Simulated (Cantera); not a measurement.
Feed: 1 mol V₂O₅, 2200 mol H₂, held at 1000 Pa.

Cantera equilibrium calculation (NASA polynomials, part measured and part estimated; ideal gas, pure solids and liquids). Candidate condensed phases: H₂O, V, VO, V₂O₃, V₂O₄, V₂O₅; 12 gas species. Mutual solubility and eutectic melting of coexisting phases are not modelled. VO: taken at fixed stoichiometry. Condensed phases not in the tables: the oxides between V₂O₃ and V₂O₅ other than VO₂. The numbers say what is thermodynamically allowed, not how fast it happens.

x: gas mole fraction; n: condensed amount in mol.

```json
[
 {"T (K)": "1050", "x H₂": "0.999", "x H₂O": "0.000909", "x H": "?", "x VO₂": "<1e-12", "x VO": "<1e-12", "n V₂O₃(s)": "1.00", "n VO(s)": "0"},
 {"T (K)": "1100", "x H₂": "0.999", "x H₂O": "0.000909", "x H": "?", "x VO₂": "<1e-12", "x VO": "<1e-12", "n V₂O₃(s)": "1.00", "n VO(s)": "0"},
 {"T (K)": "1150", "x H₂": "0.999", "x H₂O": "0.000909", "x H": "?", "x VO₂": "<1e-12", "x VO": "<1e-12", "n V₂O₃(s)": "1.00", "n VO(s)": "0"},
 {"T (K)": "1200", "x H₂": "0.999", "x H₂O": "0.000909", "x H": "?", "x VO₂": "1.29e-12", "x VO": "<1e-12", "n V₂O₃(s)": "1.00", "n VO(s)": "0"},
 {"T (K)": "1250", "x H₂": "0.999", "x H₂O": "0.000909", "x H": "?", "x VO₂": "8.92e-12", "x VO": "<1e-12", "n V₂O₃(s)": "1.00", "n VO(s)": "0"},
 {"T (K)": "1300", "x H₂": "0.999", "x H₂O": "0.00101", "x H": "?", "x VO₂": "5.57e-11", "x VO": "7.25e-12", "n V₂O₃(s)": "0.781", "n VO(s)": "0.437"},
 {"T (K)": "1350", "x H₂": "0.999", "x H₂O": "0.00136", "x H": "?", "x VO₂": "3.27e-10", "x VO": "4.56e-11", "n V₂O₃(s)": "0", "n VO(s)": "2.00"},
 {"T (K)": "1400", "x H₂": "0.999", "x H₂O": "0.00136", "x H": "?", "x VO₂": "1.27e-9", "x VO": "2.51e-10", "n V₂O₃(s)": "0", "n VO(s)": "2.00"},
 {"T (K)": "1450", "x H₂": "0.999", "x H₂O": "0.00136", "x H": "?", "x VO₂": "4.47e-9", "x VO": "1.22e-9", "n V₂O₃(s)": "0", "n VO(s)": "2.00"},
 {"T (K)": "1500", "x H₂": "0.998", "x H₂O": "0.00136", "x H": "?", "x VO₂": "1.45e-8", "x VO": "5.32e-9", "n V₂O₃(s)": "0", "n VO(s)": "2.00"},
 {"T (K)": "1550", "x H₂": "0.998", "x H₂O": "0.00136", "x H": "?", "x VO₂": "4.32e-8", "x VO": "2.10e-8", "n V₂O₃(s)": "0", "n VO(s)": "2.00"},
 {"T (K)": "1600", "x H₂": "0.998", "x H₂O": "0.00136", "x H": "?", "x VO₂": "1.20e-7", "x VO": "7.57e-8", "n V₂O₃(s)": "0", "n VO(s)": "2.00"}
]
```

Problem. What belongs in the gaps?

Solution. 
- 1050, x H: 8.11e-8
- 1100, x H: 2.58e-7
- 1150, x H: 7.46e-7
- 1200, x H: 1.97e-6
- 1250, x H: 4.83e-6
- 1300, x H: 1.11e-5
- 1350, x H: 2.38e-5
- 1400, x H: 4.86e-5
- 1450, x H: 9.45e-5
- 1500, x H: 0.000176
- 1550, x H: 0.000315
- 1600, x H: 0.000543
